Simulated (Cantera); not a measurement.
Charge: 1 mol Si₃N₄, 2.7 mol N₂O, 19 mol H₂, equilibrated at 1.33 mbar.

Method: chemical equilibrium by Gibbs-energy minimisation in Cantera with the NASA 1993 tables (ideal gas, pure condensed phases). Candidate condensed phases: H₂O, Si, SiO₂, Si₂N₂O, Si₃N₄; 35 gas species. Mutual solubility and eutectic melting of coexisting phases are not modelled. The tables hold silica as quartz up to 1696 K and as liquid above; real silica turns to tridymite and cristobalite and melts near 1996 K. Gases not in the tables: Si₂H₆ and higher silanes. Equilibrium is a limit: real reactors are often held back by kinetics, nucleation or transport.

Task: What share of the Si ends up in condensed phases as a function of T (°C), at 925, 1000, 1075, 1150, 1225, 1300, 1375, 1450, 1525, 1600, 1675, 1750, 1825, 1900?

Result: 
```tsv
T (°C)	Si condensed (%)	as
925	100.0	SiO₂(β-quartz) + Si₂N₂O(s)
1000	100.0	SiO₂(β-quartz) + Si₂N₂O(s)
1075	99.8	SiO₂(β-quartz) + Si₂N₂O(s)
1150	97.6	SiO₂(β-quartz) + Si₂N₂O(s)
1225	79.4	SiO₂(β-quartz) + Si₂N₂O(s)
1300	20.0	Si₂N₂O(s)
1375	19.8	Si₂N₂O(s)
1450	9.3	Si(l)
1525	7.8	Si(l)
1600	3.6	Si(l)
1675	0.0	-
1750	0.0	-
1825	0.0	-
1900	0.0	-
```
